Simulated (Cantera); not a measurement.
Boron, boron nitride and boron oxide: BCl3 + NH3 + H2

Feed: 1 mol BCl3, 3.7 mol NH3, 1.6 mol H2.

These are equilibrium values from Cantera (NASA tables, ideal gas, pure condensed phases), not measurements of a reactor. Candidate condensed phases: B, BN, NH4Cl; 21 gas species. The tables' values for BCl2 are old estimates. Kinetics and transport are ignored.

Stable condensed phases:

```
T in K \ P in Pa
             10     28     77    220    600   1700   4600  13000  36000 100000
   2123       A      A      A      A      A      B      B      B      B      B
   2073       A      A      A      A      B      B      B      B      B      B
   2023       A      A      A      A      B      B      B      B      B      B
   1973       A      A      A      B      B      B      B      B      B      B
   1923       A      A      B      B      B      B      B      B      B      B
   1873       A      B      B      B      B      B      B      B      B      B
   1823       B      B      B      B      B      B      B      B      B      B
   1773       B      B      B      B      B      B      B      B      B      B
   1723       B      B      B      B      B      B      B      B      B      B
```

A: gas only; B: BN.
